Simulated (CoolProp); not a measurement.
Vapour-liquid equilibrium of benzene (1) + n-nonane (2) at 6.86 kPa; x and y are mole fractions of (1).

The numbers come from the multi-fluid Helmholtz-energy mixture model, Thol 2012 and Lemmon 2006; pair parameters Bell 2016 in CoolProp.

Problem. Give the bubble temperature and the first vapour's composition at x = 0.2, 0.8, 0.95. Is there an azeotrope?

Solution. x = 0.2: 305.7 K, y = 0.888; x = 0.8: 288.9 K, y = 0.983; x = 0.95: 286.4 K, y = 0.995. No azeotrope shows between x = 0.05 and 0.95.

Pair parameters are fitted to limited data, so mixtures are less certain than the pure fluids.
